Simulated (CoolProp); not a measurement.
Saturation properties of the fluoroketone C6F12O (FK-5-1-12) (Tc = 168.7 °C, pc = 1869 kPa, ω = 0.471).

Computed with CoolProp (reference Helmholtz-energy equation of state, McLinden 2015).

```tsv
T (°C)	p (kPa)	liquid density (kg/m³)	enthalpy of vaporisation (kJ/kg)	liquid cp (kJ/(kg K))	vapour Z
-12.45	6.224	1710	104.9	1.089	0.9916
1.55	13.51	___	101.2	1.092	0.9849
15.65	26.82	1630	97.39	1.097	0.9751
29.65	48.96	1588	93.55	1.105	0.9615
43.75	___	1544	89.52	1.117	0.9435
57.75	135.7	1498	85.30	1.131	0.9207
71.85	209.9	1449	80.76	1.149	0.8923
85.85	311.1	1397	75.86	1.170	0.8579
99.95	446.7	1339	70.40	1.198	0.8161
113.95	621.7	1276	64.26	1.236	0.7662
128.05	846.3	1202	57.03	___	0.7052
```

### Question
Complete the blanks.

### Answer

- 1.55, liquid density (kg/m³): 1671
- 43.75, p (kPa): 83.97
- 128.05, liquid cp (kJ/(kg K)): 1.291

It boils at 49.1 °C under 1 atm.
